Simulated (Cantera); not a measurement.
**Catalytic stagnation flow on Pt**

A jet of 2.21 % CH₄, 5.93 % O₂, 91.9 % N₂ at 300 K and 0.405 atm hits a platinum plate 8.7 cm away at a mass flux of 0.11 kg/m²/s; the plate temperature is set and raised in steps from an oxygen-covered start.

Detailed kinetics in Cantera: Deutschmann's 1995 Pt surface mechanism with GRI-Mech 3.0 gas chemistry. Catalytic surfaces can have several steady states; this one follows from the mechanism file's or the stated starting coverage.

| plate T (K) | wall x CH₄ | wall x O₂ | wall x H₂O | wall x OH | wall x CO | wall x CO₂ | θ free Pt | θ O* | θ OH* |
|---|---|---|---|---|---|---|---|---|---|
| 900 | 0.00694 | 0.0272 | 0.0283 | 1.71e-8 | 2.63e-6 | 0.0185 | 0.196 | 0.802 | 0.00283 |
| 950 | 0.00397 | 0.0210 | 0.0337 | 4.83e-8 | 2.13e-6 | 0.0221 | 0.273 | 0.724 | 0.00283 |
| 1000 | 0.00250 | 0.0179 | 0.0363 | 1.22e-7 | 1.84e-6 | 0.0239 | 0.350 | 0.648 | 0.00262 |
| 1050 | 0.00172 | 0.0163 | 0.0377 | 2.80e-7 | 1.70e-6 | 0.0248 | 0.423 | 0.575 | 0.00234 |
| 1100 | 0.00127 | 0.0154 | 0.0384 | 5.89e-7 | 1.66e-6 | 0.0253 | 0.493 | 0.505 | 0.00205 |
x: mole fraction at the wall; θ: surface coverage.
